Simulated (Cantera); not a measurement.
Feed: 1 mol Si, 9.1 mol HCl, 0.32 mol N₂, equilibrated at 900 °C and 1.33 mbar.

Method: chemical equilibrium by Gibbs-energy minimisation in Cantera with the NASA 1993 tables (ideal gas, pure condensed phases). Candidate condensed phases: NH₄Cl, Si, Si₃N₄; 28 gas species. The tables' values for SiCl₃ are old estimates; treat these amounts as uncertain. The numbers say what is thermodynamically allowed, not how fast it happens.

Base state: HCl 0.616, H₂ 0.228, SiCl₄ 0.107, N₂ 0.0378, SiCl₃ 0.00615, SiCl₂ 0.00347, SiHCl₃ 0.000930 (mole fractions); condensed: gas only.

### Question
What changes in the equilibrium state with this change: pressure from 1.33 mbar to 3.50 Pa?

### Answer
| species | before | after |
|---|---|---|
| HCl | 0.616 | 0.676 |
| H₂ | 0.228 | 0.175 |
| SiCl₄ | 0.107 | 0.0545 |
| SiCl₂ | 0.00347 | 0.0426 |
| SiCl₃ | 0.00615 | 0.0154 |
| N₂ | 0.0378 | 0.0361 |
| Cl | 3.65e-6 | 2.82e-5 |
| SiHCl₃ | 0.000930 | 0.000329 |
